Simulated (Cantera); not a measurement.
Input: 1 mol CCl₄, 0.92 mol CH₄, held at 0.000440 bar.

Cantera equilibrium calculation (NASA polynomials, part measured and part estimated; ideal gas, pure solids and liquids). Candidate condensed phases: C, C₆H₆, C₇H₈, C₈H₁₈; 103 gas species. Ions and electrons are included (thermal ionisation). The tables' values for CCl are old estimates; treat these amounts as uncertain. Equilibrium is a limit: real reactors are often held back by kinetics, nucleation or transport. All values below are at 2727 °C.

Base state: Cl 0.463, H 0.418, C₃ 0.0499, C 0.0476, C₂ 0.0123, HCl 0.00502, H₂ 0.00309, C₂H 0.000762 (mole fractions); condensed: gas only.

Problem. What changes in the equilibrium state with this change: pressure from 0.000440 bar to 0.0230 bar?

Solution. 
```tsv
species	before	after
Cl	0.463	0.467
H	0.418	0.270
HCl	0.00502	0.171
H₂	0.00309	0.0673
C	0.0476	0.00220
C₂	0.0123	0.00138
C₃	0.0499	0.0136
C₄H₂	1.45e-7	0.000109
C₂HCl	1.19e-6	0.000239
C₂H₂ (vinylidene)	1.03e-7	1.32e-5
C₂H₂ (acetylene)	3.28e-5	0.00418
C(graphite), mol	0	1.53
```
